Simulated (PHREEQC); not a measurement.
Solution (15 °C): 0.003 mol/kgw NH4F and 1.8e-05 mol/kgw Na2B4O7. Closed to the air; pH follows from the charge balance.

Equilibrium calculation in PHREEQC: ion-association model, phreeqc.dat.

```json
{
  "pH": "7.65",
  "ionic_strength": "0.00300 mol/kgw",
  "specific_conductance": "290 µS/cm",
  "total_alkalinity": "0.0360 meq/kg"
}
```

```csv
species,molality,activity,log γ
F-,0.00300,0.00283,-0.026
NH4+,0.00297,0.00279,-0.026
H3BO3,7.03e-5,7.04e-5,0.000
Na+,3.59e-5,3.39e-5,-0.025
NH3,3.43e-5,3.43e-5,0.000
H2BO3-,1.59e-6,1.50e-6,-0.026
OH-,2.16e-7,2.03e-7,-0.026
HF,7.92e-8,7.92e-8,0.000
```

No solid was allowed to form. Real BF4- forms and hydrolyses slowly; the run takes it at equilibrium.
